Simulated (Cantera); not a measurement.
What does this Cantera script print?

```python
import numpy as np
import cantera as ct

gas_names = """
    N NO NO2 NO3 N2 N2O O O2 O3 Si SiN SiO SiO2 Si2 Si2N Si3
""".split()
cond_names = """
    Si(cr) Si(L) SiO2(Lqz) SiO2(hqz) SiO2(L) Si2N2O(s) Si3N4(a)
""".split()


# ... load() reads the species with a 1 bar reference pressure and builds the phases ...
atoms = {
    'Si3N4': {'Si': 3, 'N': 4},
    'O2': {'O': 2},
    'N2': {'N': 2},
}
top_T = {'Si2N2O(s)': 2100, 'Si3N4(a)': 2400}  # K; cautious upper limits of use, not melting points


# ... equilibrate(T, P, feed) seeds the gas with the atoms and calls Mixture.equilibrate('TP', solver="vcs", rtol=1e-11, max_steps=5000) ...
results = []
feed = {'Si3N4': 1, 'O2': 0.11, 'N2': 120}  # mol
T = 1500  # K
P = 1000  # Pa
mix = equilibrate(T, P, feed)
results.append((T, P, feed, dict(zip(mix.species_names, mix.species_moles))))
print(gas.report(threshold=1e-06))
for i in range(1, mix.n_phases):
    print(f"{mix.phase(i).name:16s} {mix.phase_moles(i):12.5e} mol")
```

Result:

```
       temperature   1500 K
          pressure   1000 Pa
           density   0.0022462 kg/m^3
  mean mol. weight   28.014 kg/kmol
   phase of matter   gas

                          1 kg             1 kmol
                     ---------------   ---------------
          enthalpy        1.3696e+06        3.8367e+07  J
   internal energy        9.2438e+05        2.5896e+07  J
           entropy             10000        2.8015e+05  J/K
    Gibbs function       -1.3631e+07       -3.8185e+08  J
 heat capacity c_p              1241             34767  J/K
 heat capacity c_v            944.24             26452  J/K

                      mass frac. Y      mole frac. X     chem. pot. / RT
                     ---------------   ---------------   ---------------
                N2           0.99998           0.99999           -30.617
               SiO        2.2881e-05         1.454e-05           -52.452
     [  +14 minor]        3.5912e-08        3.3676e-08

Si(cr)            0.00000e+00 mol
SiO2(hqz)         0.00000e+00 mol
Si2N2O(s)         2.18254e-01 mol
Si3N4(a)          8.53914e-01 mol
```

Method: chemical equilibrium by Gibbs-energy minimisation in Cantera with the NASA 1993 tables (ideal gas, pure condensed phases). Mutual solubility and eutectic melting of coexisting phases are not modelled.
